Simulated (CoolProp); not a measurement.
Saturation properties of n-nonane.

Model: reference Helmholtz-energy equation of state, Lemmon 2006, in CoolProp. It is a short technical equation, of lower accuracy than the large ones.

| T (K) | p (bar) | liquid cp (kJ/(kg K)) | liquid viscosity (µPa s) | liquid conductivity (mW/(m K)) |
|---|---|---|---|---|
| 277.8 | 0.001435 | 2.137 | 872 | 133 |
| 282.8 | 0.002069 | ? | 807 | 131 |
| 287.8 | 0.002939 | ? | 751 | 130 |
| 292.8 | 0.004114 | 2.188 | 701 | 128 |
| 297.7 | ? | 2.206 | 657 | 127 |
| 302.7 | 0.007693 | 2.224 | 617 | ? |
| 307.7 | 0.01036 | ? | 581 | 124 |
| 312.7 | 0.01378 | 2.262 | 548 | 123 |
| 317.7 | 0.01814 | 2.281 | 519 | 121 |
| 322.7 | 0.02363 | 2.301 | 491 | 120 |
| 327.6 | 0.03032 | 2.320 | 467 | 119 |

**Question.** What belongs in the gaps?

**Answer.** 
- 282.8, liquid cp (kJ/(kg K)): 2.153
- 287.8, liquid cp (kJ/(kg K)): 2.171
- 297.7, p (bar): 0.005644
- 302.7, liquid conductivity (mW/(m K)): 125
- 307.7, liquid cp (kJ/(kg K)): 2.243

It boils at 423.9 K under 1 atm.

Viscosity comes from a separate model (Huber 2004). Thermal conductivity comes from a separate model (Huber 2005).
